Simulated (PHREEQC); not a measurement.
A solution holds 0.24 mol Pb(NO3)2 and 0.00014 mol H2SO4 per kg of water, at 25 °C. Closed to the air; pH follows from the charge balance.

Computed with PHREEQC (ion-association model, phreeqc.dat).

This is a speciation only: nothing precipitates in the calculation.

Predict the pH, ionic strength, activity of water.

pH 3.62; ionic strength 0.454 mol/kgw; activity of water 0.990.

In which forms is S present?

PbSO4 77 %, SO4-2 23 % of the S.

Examples of supersaturated solids here: Anglesite. Others may be too. Species that the database lacks are ignored.
